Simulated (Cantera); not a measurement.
A closed system holds: 1 mol C2F6, 0.47 mol Si, at 1377 °C and 1.90 Pa.

Method: chemical equilibrium by Gibbs-energy minimisation in Cantera with the NASA 1993 tables (ideal gas, pure condensed phases). Candidate condensed phases: C, Si, SiC; 23 gas species. The feed counts by its element totals alone. Gases not in the tables: C2F6 and larger saturated fluorocarbons. Equilibrium is a limit: real reactors are often held back by kinetics, nucleation or transport.

Base state: CF4 0.590, SiF4 0.290, F 0.0604, CF2 0.0575, CF3 0.00167, CF 3.38e-5 (mole fractions); condensed: C(graphite).

Task: What changes in the equilibrium state with this change: temperature from 1377 °C to 2850 °C?

Result: 
| species | before | after |
|---|---|---|
| F | 0.0604 | 0.712 |
| C | <1e-9 | 0.224 |
| Si | <1e-9 | 0.0543 |
| CF4 | 0.590 | <1e-9 |
| SiF4 | 0.290 | <1e-9 |
| CF2 | 0.0575 | 8.84e-7 |
| C2 | <1e-9 | 0.00446 |
| SiF | <1e-9 | 0.00168 |
| CF3 | 0.00167 | <1e-9 |
| C3 | <1e-9 | 0.00116 |
| SiF2 | <1e-9 | 0.000145 |
| C(graphite), mol | 0.947 | 0 |
The tables' values for SiF, SiF2 are old estimates; treat these amounts as uncertain.

Task: What changes in the equilibrium state with this change: temperature from 1377 °C to 400 °C?

Result: 
```json
[
 {"species": "CF4", "before": "0.590", "after": "0.687"},
 {"species": "SiF4", "before": "0.290", "after": "0.313"},
 {"species": "F", "before": "0.0604", "after": "<1e-9"},
 {"species": "CF2", "before": "0.0575", "after": "<1e-9"},
 {"species": "CF3", "before": "0.00167", "after": "<1e-9"},
 {"species": "CF", "before": "3.38e-5", "after": "<1e-9"},
 {"species": "C(graphite), mol", "before": "0.947", "after": "0.970"}
]
```
Condensed phases not in the tables: fluorocarbon polymer.
